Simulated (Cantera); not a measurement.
A perfectly stirred reactor is fed with C₂H₆ : N₂ = 1 : 4.9 (molar parts), at 0.000158 atm; it is held at 1200 K, and followed from long to short residence time.

Model: GRI-Mech 3.0 (53 species, 325 reactions), integrated in Cantera. GRI-Mech 3.0 stops at C3 and has no aromatics, soot or wall deposition, so with more carbon than oxygen in the feed, carbon stays in small species such as C2H2 where larger ones or solid carbon would form. Radical loss at walls, strong at low pressure, is not modelled.

**Question.** What does this change do: pressure from 0.000158 atm to 0.00158 atm?

**Answer.** 
| quantity | before | after |
|---|---|---|
| x(C₂H₆) at τ = 1.80 s | 0.128 | 0.0459 |
| x(C₂H) at τ = 1.80 s | 1.95e-10 | 7.49e-10 |
| x(CH₃) at τ = 1.80 s | 0.00126 | 0.000489 |
| x(HCN) at τ = 1.80 s | 6.55e-10 | 5.67e-10 |
| x(CH₂) at τ = 1.80 s | 1.52e-7 | 4.67e-8 |
| x(C₂H₆) at τ = 7.00 ms | 0.169 | 0.169 |
| x(C₂H) at τ = 7.00 ms | <1e-12 | <1e-12 |
| x(CH₃) at τ = 7.00 ms | 1.21e-5 | 6.38e-5 |
| x(HCN) at τ = 7.00 ms | <1e-12 | <1e-12 |
| x(CH₂) at τ = 7.00 ms | 6.66e-12 | 5.88e-10 |

**Question.** What does this change do: pressure from 0.000158 atm to 0.132 atm?

**Answer.** 
```json
[
 {"quantity": "x(C₂H₆) at τ = 1.80 s", "before": "0.128", "after": "0.00422"},
 {"quantity": "x(C₂H) at τ = 1.80 s", "before": "1.95e-10", "after": "2.93e-10"},
 {"quantity": "x(CH₃) at τ = 1.80 s", "before": "0.00126", "after": "1.51e-5"},
 {"quantity": "x(HCN) at τ = 1.80 s", "before": "6.55e-10", "after": "2.15e-11"},
 {"quantity": "x(CH₂) at τ = 1.80 s", "before": "1.52e-7", "after": "1.90e-10"},
 {"quantity": "x(C₂H₆) at τ = 7.00 ms", "before": "0.169", "after": "0.148"},
 {"quantity": "x(C₂H) at τ = 7.00 ms", "before": "<1e-12", "after": "1.07e-11"},
 {"quantity": "x(CH₃) at τ = 7.00 ms", "before": "1.21e-5", "after": "7.39e-5"},
 {"quantity": "x(HCN) at τ = 7.00 ms", "before": "<1e-12", "after": "9.29e-12"},
 {"quantity": "x(CH₂) at τ = 7.00 ms", "before": "6.66e-12", "after": "1.71e-9"}
]
```
